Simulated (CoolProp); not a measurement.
Saturation properties of R1336mzz(Z).

Computed with CoolProp (reference Helmholtz-energy equation of state, McLinden 2020).

```tsv
T (°C)	p (MPa)	vapour density (kg/m³)	enthalpy of vaporisation (kJ/kg)
-12.25	0.01321	1.011	184.6
-5.15	0.01917	1.434	181.6
1.85	0.02705	1.982	178.7
8.85	0.03739	2.686	175.7
15.95	0.05091	3.591	172.5
22.95	0.06784	4.707	169.4
29.95	0.08896	6.081	166.2
36.95	0.1150	7.757	162.9
44.05	0.1471	9.812	159.5
51.05	0.1852	12.24	156.0
```

It boils at 33.5 °C under 1 atm.
